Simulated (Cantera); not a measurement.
A freely propagating, adiabatic, planar premixed flame of CH4 : C2H6 : C3H8 : O2 : N2 : H2O = 1 : 0.036 : 0.86 : 4.59 : 17.3 : 2.7 (molar parts), equivalence ratio 1.4, unburnt at 450 K and 4.80 bar; mixture-averaged transport, grid criteria slope 0.08 and curve 0.16, no radiation.

Detailed kinetics in Cantera: GRI-Mech 3.0 (53 species, 325 reactions). GRI-Mech 3.0 was tuned for natural gas; its chemistry of propane as a main component is partial and can be far from experiment. Burning velocities carry a grid error of a few per cent, more on coarse grids.

### Question
How do the results move with these cheaper or finer settings: unity-Lewis-number transport; multicomponent transport; multicomponent+Soret transport; grid criteria slope 0.5, curve 1; grid criteria slope 0.25, curve 0.5; grid criteria slope 0.03, curve 0.06?

### Answer
```tsv
setting	laminar burning velocity	thermal thickness	peak x(C2H)	peak x(C2H2)	grid points
as above	15.8 cm/s	0.272 mm	4.90e-7	0.00361	133
unity-Lewis-number transport	13.2 cm/s	0.308 mm	5.47e-7	0.00335	127
multicomponent transport	16.0 cm/s	0.275 mm	4.95e-7	0.00361	133
multicomponent+Soret transport	15.9 cm/s	0.273 mm	5.00e-7	0.00355	133
grid criteria slope 0.5, curve 1	17.7 cm/s	0.301 mm	4.63e-7	0.00356	31
grid criteria slope 0.25, curve 0.5	16.3 cm/s	0.284 mm	4.75e-7	0.00360	51
grid criteria slope 0.03, curve 0.06	15.6 cm/s	0.269 mm	4.96e-7	0.00359	332
```
The base run took roughly 9 core-seconds.
Unity Lewis numbers drop preferential diffusion, which matters most where H2 and H carry the flame; Soret adds thermal diffusion.
